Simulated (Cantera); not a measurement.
An adiabatic, constant-pressure homogeneous reactor starts with CH₄ : H₂ : O₂ : N₂ = 1 : 0.069 : 3.57 : 13.4 (molar parts), at 1598 K and 3.00 bar.

Detailed kinetics in Cantera: GRI-Mech 3.0 (53 species, 325 reactions).

x: mole fraction; the columns are a selection and need not sum to one.

```
t (s)     T (K)   x CH₄     x H₂    x O₂       x H     x HCN
--------  -----  ------  -------  ------  --------  --------
2.00e-6    1598  0.0554  0.00383   0.198       ___    <1e-12
9.71e-6    1598  0.0554  0.00383   0.198       ___    <1e-12
4.72e-5    1599  0.0550  0.00383   0.198       ___    <1e-12
0.000229   2602  <1e-12  0.00223  0.0835       ___  1.02e-11
0.00111    2605  <1e-12  0.00207  0.0816   0.00104  1.54e-11
0.00540    2592  <1e-12  0.00201  0.0774  0.000968  2.47e-11
0.0262     2588  <1e-12  0.00200  0.0763  0.000949  2.68e-11
0.127      2588  <1e-12  0.00200  0.0763  0.000949  2.68e-11
0.618      2588  <1e-12  0.00200  0.0763  0.000949  2.68e-11
3.00       2588  <1e-12  0.00200  0.0763  0.000949  2.68e-11
```

Task: What belongs in the gaps?

Result: 
- 2.00e-6, x H: 4.83e-8
- 9.71e-6, x H: 1.03e-7
- 4.72e-5, x H: 1.20e-6
- 0.000229, x H: 0.00118
